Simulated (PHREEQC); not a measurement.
Solution (80 °C): 0.0019 mol CuSO4, 5e-05 mol HBF4 and 4.4e-05 mol NaCl per kg of water. Closed to the air; pH follows from the charge balance.

The numbers come from PHREEQC with the ion-association model, wateq4f.dat.

Each row changes one thing in this solution. Precipitation was switched off in this run.

```
case                                    pH  ionic strength (mol/kgw)  Cu+2 (mol/kgw)  SO4-2 (mol/kgw)  CuSO4 (mol/kgw)  HSO4- (mol/kgw)  SI of Tenorite (CuO)  SI of Cu(OH)2 (Cu(OH)2)
------------------------------------  ----  ------------------------  --------------  ---------------  ---------------  ---------------  --------------------  -----------------------
as made                               4.02                   0.00639         0.00157          0.00153         0.000324          4.40e-5                 -0.80                    -1.82
diluted 5-fold with water             4.51                   0.00146        0.000354         0.000352          2.41e-5          3.80e-6                 -0.40                    -1.42
0.0016 mol/kgw HNO3 added             2.95                   0.00742         0.00164          0.00123         0.000259         0.000409                 -2.93                    -3.95
HBF4 left out                         4.67                   0.00630         0.00154          0.00156         0.000326          1.01e-5                 +0.49                    -0.53
NaCl from 4.4e-05 to 0.00044 mol/kgw  4.02                   0.00679         0.00156          0.00153         0.000318          4.38e-5                 -0.80                    -1.82
```

Some of these states are supersaturated (in Tenorite (slow to form), for instance). Constants without temperature data keep their 25 °C values here. Real BF4- forms and hydrolyses slowly; the run takes it at equilibrium.
